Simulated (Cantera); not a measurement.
A closed system holds: 1 mol MgO, 0.83 mol F2, a varied amount of H2, at 477 °C and 0.000720 bar.

Method: chemical equilibrium by Gibbs-energy minimisation in Cantera with the NASA 1993 tables (ideal gas, pure condensed phases). Candidate condensed phases: H2O, Mg, MgF2, MgO, Mg(OH)2; 31 gas species. Rates play no part.

Q: At 1.4 mol H2, list the 3 most abundant gas species with their mole fractions, and the condensed phases.

A: H2O 0.592, H2 0.407, HF 0.00138. Condensed: MgF2(s) + MgO(s).
